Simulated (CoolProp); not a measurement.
Saturated liquid density (kg/m³) of dimethyl ether: the reference equation beside estimates from Tc = 127.2 °C, pc = 5.337 MPa, ω = 0.196.

The numbers come from the reference Helmholtz-energy equation of state, Wu 2011 in CoolProp.

```json
[
 {"T (°C)": "1.85", "reference": "697.2", "Redlich-Kwong": "619.6", "Soave-Redlich-Kwong": "637.1", "Peng-Robinson": "721.2"},
 {"T (°C)": "6.05", "reference": "691.0", "Redlich-Kwong": "612.9", "Soave-Redlich-Kwong": "630.7", "Peng-Robinson": "714.2"},
 {"T (°C)": "10.15", "reference": "684.8", "Redlich-Kwong": "606.2", "Soave-Redlich-Kwong": "624.3", "Peng-Robinson": "707.2"},
 {"T (°C)": "14.25", "reference": "678.5", "Redlich-Kwong": "599.3", "Soave-Redlich-Kwong": "617.8", "Peng-Robinson": "699.9"},
 {"T (°C)": "18.35", "reference": "672.1", "Redlich-Kwong": "592.3", "Soave-Redlich-Kwong": "611.0", "Peng-Robinson": "692.5"},
 {"T (°C)": "22.55", "reference": "665.4", "Redlich-Kwong": "584.9", "Soave-Redlich-Kwong": "603.9", "Peng-Robinson": "684.6"},
 {"T (°C)": "26.65", "reference": "658.7", "Redlich-Kwong": "577.6", "Soave-Redlich-Kwong": "596.7", "Peng-Robinson": "676.6"},
 {"T (°C)": "30.75", "reference": "652.0", "Redlich-Kwong": "570.0", "Soave-Redlich-Kwong": "589.4", "Peng-Robinson": "668.4"},
 {"T (°C)": "34.85", "reference": "645.1", "Redlich-Kwong": "562.3", "Soave-Redlich-Kwong": "581.8", "Peng-Robinson": "660.0"},
 {"T (°C)": "39.05", "reference": "637.9", "Redlich-Kwong": "554.2", "Soave-Redlich-Kwong": "573.8", "Peng-Robinson": "651.0"},
 {"T (°C)": "43.15", "reference": "630.7", "Redlich-Kwong": "546.0", "Soave-Redlich-Kwong": "565.8", "Peng-Robinson": "642.0"},
 {"T (°C)": "47.25", "reference": "623.3", "Redlich-Kwong": "537.7", "Soave-Redlich-Kwong": "557.4", "Peng-Robinson": "632.6"}
]
```

Absolute difference from the reference over all 12 rows, mean and median: Redlich-Kwong 12.3 and 12.2 %, Soave-Redlich-Kwong 9.4 and 9.3 %, Peng-Robinson 2.7 and 2.8 %.
